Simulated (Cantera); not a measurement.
Cantera run:

```python
import numpy as np
import cantera as ct

gas_names = """
    B BF BF2 BF3 BH BHF2 BH2 BH3 BN B2 F F2 H HF H2 H2F2 H3F3 H4F4 H5F5 H6F6 H7F7 N NF NF2 NF3 NH NH2
    NH3 N2 N2H2 N2H4
""".split()
cond_names = """
    B(b) B(L) BN(s)
""".split()


# ... load() reads the species with a 1 bar reference pressure and builds the phases ...
atoms = {
    'BF3': {'B': 1, 'F': 3},
    'N2': {'N': 2},
    'H2': {'H': 2},
}
top_T = {'BN(s)': 3200}  # K; cautious upper limits of use, not melting points


# ... equilibrate(T, P, feed) seeds the gas with the atoms and calls Mixture.equilibrate('TP', solver="vcs", rtol=1e-11, max_steps=5000) ...
results = []
feed = {'BF3': 1, 'N2': 0.34, 'H2': 130}  # mol
T = 1423.15  # K
P = 10000  # Pa
mix = equilibrate(T, P, feed)
results.append((T, P, feed, dict(zip(mix.species_names, mix.species_moles))))
x = sorted(zip(gas.X, gas.species_names), reverse=True)
print(f"T = {T:g} K  P = {P:g} Pa  gas = {mix.phase_moles(0):.4g} mol")
print("   x: " + "  ".join(f"{s} {v:.3e}" for v, s in x if v > 0.0001))
print("   condensed (mol): " + ("  ".join(f"{mix.phase(i).name} {mix.phase_moles(i):.4g}"
      for i in range(1, mix.n_phases) if mix.phase_moles(i) > 1e-12) or "none"))
```

It prints:

```
T = 1423.15 K  P = 10000 Pa  gas = 131.3 mol
   x: H2 9.867e-01  HF 5.632e-03  BF3 5.417e-03  N2 1.730e-03  BHF2 4.282e-04
   condensed (mol): BN(s) 0.2255
```

Cantera equilibrium calculation (NASA polynomials, part measured and part estimated; ideal gas, pure solids and liquids). N2 is the only nitrogen source here; it is nearly inert below about 1500 K, so the nitride shown seldom forms there in practice. The tables' values for BF2 are old estimates; treat these amounts as uncertain.
